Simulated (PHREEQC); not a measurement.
0.017 g of hydrous ferric oxide (600 m²/g; 0.2 weak and 0.005 strong sites per Fe, Dzombak-Morel constants, diffuse double layer) in 1 kg of water with 0.005 mol/kgw of an inert sodium salt and 1.9e-05 mol MgCl2 and 4.1e-07 mol NiCl2, at 25 °C; the pH is set by adding NaOH or the inert anion's acid. Oxygen is held at 0.21 atm. No CO2 enters from the air. Nothing may precipitate in this run.

The numbers come from PHREEQC with the ion-association model, wateq4f.dat.

```json
[
 {"pH": "3", "Mg sorbed (%)": "0.0", "Ni sorbed (%)": "0.0", "surface charge σ (C/m²)": "0.303", "surface potential ψ (mV)": "215"},
 {"pH": "3.38", "Mg sorbed (%)": "0.0", "Ni sorbed (%)": "0.0", "surface charge σ (C/m²)": "0.257", "surface potential ψ (mV)": "210"},
 {"pH": "3.75", "Mg sorbed (%)": "0.0", "Ni sorbed (%)": "0.0", "surface charge σ (C/m²)": "0.212", "surface potential ψ (mV)": "201"},
 {"pH": "4.12", "Mg sorbed (%)": "0.0", "Ni sorbed (%)": "0.0", "surface charge σ (C/m²)": "0.169", "surface potential ψ (mV)": "190"},
 {"pH": "4.5", "Mg sorbed (%)": "0.0", "Ni sorbed (%)": "0.0", "surface charge σ (C/m²)": "0.131", "surface potential ψ (mV)": "177"},
 {"pH": "4.88", "Mg sorbed (%)": "0.0", "Ni sorbed (%)": "0.0", "surface charge σ (C/m²)": "0.099", "surface potential ψ (mV)": "163"},
 {"pH": "5.25", "Mg sorbed (%)": "0.0", "Ni sorbed (%)": "0.1", "surface charge σ (C/m²)": "0.074", "surface potential ψ (mV)": "148"},
 {"pH": "5.62", "Mg sorbed (%)": "0.0", "Ni sorbed (%)": "0.3", "surface charge σ (C/m²)": "0.054", "surface potential ψ (mV)": "132"},
 {"pH": "6.38", "Mg sorbed (%)": "0.0", "Ni sorbed (%)": "7.2", "surface charge σ (C/m²)": "0.026", "surface potential ψ (mV)": "95"},
 {"pH": "6.75", "Mg sorbed (%)": "0.0", "Ni sorbed (%)": "26.2", "surface charge σ (C/m²)": "0.017", "surface potential ψ (mV)": "76"},
 {"pH": "7.12", "Mg sorbed (%)": "0.1", "Ni sorbed (%)": "60.4", "surface charge σ (C/m²)": "0.011", "surface potential ψ (mV)": "56"},
 {"pH": "7.5", "Mg sorbed (%)": "0.4", "Ni sorbed (%)": "87.6", "surface charge σ (C/m²)": "0.006", "surface potential ψ (mV)": "35"},
 {"pH": "7.88", "Mg sorbed (%)": "2.2", "Ni sorbed (%)": "97.2", "surface charge σ (C/m²)": "0.003", "surface potential ψ (mV)": "15"},
 {"pH": "8.25", "Mg sorbed (%)": "9.0", "Ni sorbed (%)": "99.4", "surface charge σ (C/m²)": "0.000", "surface potential ψ (mV)": "-2"},
 {"pH": "8.62", "Mg sorbed (%)": "24.4", "Ni sorbed (%)": "99.8", "surface charge σ (C/m²)": "-0.002", "surface potential ψ (mV)": "-13"},
 {"pH": "9", "Mg sorbed (%)": "44.5", "Ni sorbed (%)": "99.9", "surface charge σ (C/m²)": "-0.003", "surface potential ψ (mV)": "-21"}
]
```

The oxide is taken as insoluble; below pH 4 it would dissolve.
